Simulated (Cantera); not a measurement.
What does this Cantera script print?

```python
import numpy as np
import cantera as ct

gas_names = """
    H HNO HNO2 HNO3 HO2 H2 H2O H2O2 N NH NH2 NH3 NH2OH NO NO2 NO3 N2 N2H2 N2H4 N2O O OH O2 O3 Si SiH
    SiH2 SiH3 SiH4 SiN SiO SiO2 Si2 Si2N Si3
""".split()
cond_names = """
    H2O(s) H2O(L) Si(cr) Si(L) SiO2(Lqz) SiO2(hqz) SiO2(L) Si2N2O(s) Si3N4(a)
""".split()


# ... load() reads the species with a 1 bar reference pressure and builds the phases ...
atoms = {
    'Si': {'Si': 1},
    'N2O': {'N': 2, 'O': 1},
    'H2': {'H': 2},
}
top_T = {'Si2N2O(s)': 2100, 'Si3N4(a)': 2400}  # K; cautious upper limits of use, not melting points


# ... equilibrate(T, P, feed) seeds the gas with the atoms and calls Mixture.equilibrate('TP', solver="vcs", rtol=1e-11, max_steps=5000) ...
results = []
feed = {'Si': 1, 'N2O': 0.73, 'H2': 100}  # mol
P = 10000  # Pa
for T in [1523, 1573, 1623, 1673, 1723, 1773, 1823, 1873, 1923, 1973]:
    mix = equilibrate(T, P, feed)
    results.append((T, P, feed, dict(zip(mix.species_names, mix.species_moles))))

top = {s: max(r[3][s] / sum(r[3][g] for g in gas_names) for r in results) for s in gas_names}
cols = sorted((s for s in top if top[s] > 1e-06), key=lambda s: -top[s])[:8]
seen = [c for c in cond_names if any(r[3].get(c, 0) > 1e-12 for r in results)]
print("log10 of partial pressures in bar; condensed amounts in mol")
print(f"{'T/K':>10s}" + "".join(f"{s[:9]:>10s}" for s in cols + seen))
for T, P, feed, n in results:
    ng = sum(n[g] for g in gas_names)
    print(f"{T:10.4g}" + "".join(f"{np.log10(max(n[s] / ng * P / 1e5, 1e-99)):10.3f}" for s in cols)
          + "".join(f"{n.get(c, 0):10.4g}" for c in seen))
```

Output:

```
log10 of partial pressures in bar; condensed amounts in mol
       T/K        H2        N2       SiO         H        Si      SiH2       SiH       H2O     Si(L) SiO2(hqz) Si2N2O(s)
      1523    -1.002    -3.490    -4.226    -5.137    -9.982    -8.938   -10.018    -5.258         0    0.1297    0.4053
      1573    -1.003    -3.433    -3.699    -4.892    -9.187    -8.365    -9.306    -5.196         0   0.08207    0.3585
      1623    -1.004    -3.345    -3.349    -4.662    -8.331    -7.719    -8.531    -5.391         0         0    0.2741
      1673    -1.004    -3.341    -3.342    -4.446    -7.128    -6.711    -7.402    -6.295         0         0    0.2702
      1723    -1.004    -3.331    -3.331    -4.241    -6.007    -5.774    -6.352    -7.129  0.008144         0    0.2587
      1773    -1.007    -3.143    -3.143    -4.049    -5.672    -5.614    -6.083    -7.019    0.2645         0         0
      1823    -1.007    -3.143    -3.143    -3.867    -5.355    -5.461    -5.829    -7.090    0.2603         0         0
      1873    -1.007    -3.144    -3.143    -3.694    -5.055    -5.317    -5.589    -7.158    0.2531         0         0
      1923    -1.008    -3.144    -3.144    -3.530    -4.770    -5.180    -5.361    -7.222    0.2407         0         0
      1973    -1.008    -3.144    -3.144    -3.374    -4.501    -5.050    -5.146    -7.283    0.2199         0         0
```

Cantera equilibrium calculation (NASA polynomials, part measured and part estimated; ideal gas, pure solids and liquids). Mutual solubility and eutectic melting of coexisting phases are not modelled. The tables hold silica as quartz up to 1696 K and as liquid above; real silica turns to tridymite and cristobalite and melts near 1996 K. Gases not in the tables: Si2H6 and higher silanes.
